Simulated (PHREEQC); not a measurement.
Solution (50 °C): 2.2 mmol/kgw LiOH and 0.0062 mmol/kgw H4SiO4. Closed to the air; pH follows from the charge balance.

Equilibrium calculation in PHREEQC: ion-association model, phreeqc.dat.

No solid was allowed to form.

What pH, specific conductance does the model give?

pH 10.58; specific conductance 814 µS/cm.

In which forms is Si present?

H3SiO4- 92 %, H4SiO4 7.4 %, H2SiO4-2 1.1 % of the Si.

At this temperature some constants are extrapolated from 25 °C, and those without enthalpy data are left unchanged.
